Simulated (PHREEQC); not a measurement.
Make-up at 25 °C: 76 mmol/kgw HF, 17 mmol/kgw NaF and 41 mmol/kgw H2SO4. Closed to the air; pH follows from the charge balance.

Model: ion-association model, phreeqc.dat, run in PHREEQC.

Precipitation was switched off in this run.

Question: Predict the pH.

Answer: pH 1.45.

Question: In which forms is Na present?

Answer: Na+ 97 %, NaSO4- 2.9 % of the Na.
